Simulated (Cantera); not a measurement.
A Cantera script and its output.

```python
import numpy as np
import cantera as ct

gas = ct.Solution("gri30.yaml")
gas.TPX = 1225, 940000, {'CO': 0.0069, 'O2': 0.015, 'H2O': 0.039, 'N2': 1}
reactor = ct.IdealGasConstPressureReactor(gas, energy="off", clone=False)
net = ct.ReactorNet([reactor])
net.rtol, net.atol = 1e-08, 1e-18
show = ['CO', 'O2', 'H2O', 'NO2', 'NO', 'N2O']
times = np.geomspace(0.0003, 10, 12)

steps = ct.SolutionArray(gas, extra=["t"])
rows = []
print(f"{'t/s':>10s}{'T/K':>9s}{'P/Pa':>11s}" + "".join(f"{s:>11s}" for s in show))
for t in times:
    while net.time < t:
        t_next = net.step()
        steps.append(gas.state, t=t_next)
    rows.append([np.interp(t, steps.t, y) for y in (steps.T, steps.P, *steps(*show).X.T)])
    print(f"{t:10.3e}{rows[-1][0]:9.1f}{rows[-1][1]:11.4g}" + "".join(f"{x:11.3e}" for x in rows[-1][2:]))
rate = np.gradient(steps.T, steps.t)
print("integrator steps:", len(steps.t))
if steps.T.max() > steps.T[0] + 200:
    print(f"time of steepest temperature rise: {steps.t[rate.argmax()]:.4e} s")
gas.TPX = 1225, 940000, {'CO': 0.0069, 'O2': 0.015, 'H2O': 0.039, 'N2': 1}
gas.equilibrate("TP")
print(f"equilibrium (TP): T = {gas.T:.1f} K  " + "  ".join(f"{s} {gas[s].X[0]:.3e}" for s in show))
```

Result:

```
       t/s      T/K       P/Pa         CO         O2        H2O        NO2         NO        N2O
 3.000e-04   1225.0    9.4e+05  6.503e-03  1.414e-02  3.676e-02  5.573e-18  2.231e-15  7.211e-11
 7.732e-04   1225.0    9.4e+05  6.448e-03  1.411e-02  3.675e-02  2.802e-13  2.516e-12  4.615e-09
 1.993e-03   1225.0    9.4e+05  5.816e-03  1.381e-02  3.672e-02  3.302e-11  7.611e-11  5.337e-08
 5.136e-03   1225.0    9.4e+05  4.481e-03  1.316e-02  3.673e-02  1.818e-10  3.338e-10  1.609e-07
 1.324e-02   1225.0    9.4e+05  2.559e-03  1.220e-02  3.679e-02  6.867e-10  9.173e-10  3.270e-07
 3.412e-02   1225.0    9.4e+05  9.478e-04  1.140e-02  3.685e-02  1.744e-09  1.442e-09  4.721e-07
 8.793e-02   1225.0    9.4e+05  2.116e-04  1.103e-02  3.687e-02  2.650e-09  1.620e-09  4.923e-07
 2.266e-01   1225.0    9.4e+05  1.830e-05  1.093e-02  3.688e-02  1.746e-09  2.876e-09  3.454e-07
 5.841e-01   1225.0    9.4e+05  4.187e-08  1.092e-02  3.688e-02  5.676e-11  4.627e-09  1.172e-07
 1.505e+00   1225.0    9.4e+05  6.362e-10  1.092e-02  3.688e-02  4.876e-11  4.669e-09  1.900e-08
 3.880e+00   1225.0    9.4e+05  6.364e-10  1.092e-02  3.688e-02  4.915e-11  4.695e-09  1.373e-08
 1.000e+01   1225.0    9.4e+05  6.364e-10  1.092e-02  3.688e-02  4.971e-11  4.749e-09  1.373e-08
integrator steps: 1279
equilibrium (TP): T = 1225.0 K  CO 6.373e-10  O2 1.089e-02  H2O 3.688e-02  NO2 6.183e-07  NO 5.915e-05  N2O 1.371e-08
```

Detailed kinetics in Cantera: GRI-Mech 3.0 (53 species, 325 reactions).
